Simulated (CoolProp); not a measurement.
Vapour-liquid equilibrium of R125 (1) + R245fa (2) at 460 kPa; x and y are mole fractions of (1).

The numbers come from the multi-fluid Helmholtz-energy mixture model, Lemmon 2005 and Akasaka 2015; pair parameters Bell 2016 in CoolProp.

| x | bubble temperature (°C) | y at the bubble point | dew temperature at overall composition x (°C) | liquid density (mol/L) |
|---|---|---|---|---|
| 0.05 | 51.1 | 0.241 | 58.1 | 9.450 |
| 0.15 | 36.7 | 0.549 | 54.6 | 9.824 |
| 0.25 | 25.9 | 0.717 | 50.7 | 10.13 |
| 0.35 | 17.5 | 0.814 | 46.5 | 10.38 |
| 0.45 | 10.9 | 0.875 | 41.9 | 10.60 |
| 0.55 | 5.5 | 0.915 | 36.7 | 10.79 |
| 0.65 | 0.9 | 0.944 | 30.6 | 10.97 |
| 0.75 | -3.1 | 0.965 | 23.2 | 11.12 |
| 0.85 | -6.6 | 0.981 | 13.7 | 11.25 |
| 0.95 | -9.9 | 0.994 | -0.3 | 11.37 |

No azeotrope shows between x = 0.05 and 0.95.

Pair parameters are fitted to limited data, so mixtures are less certain than the pure fluids.
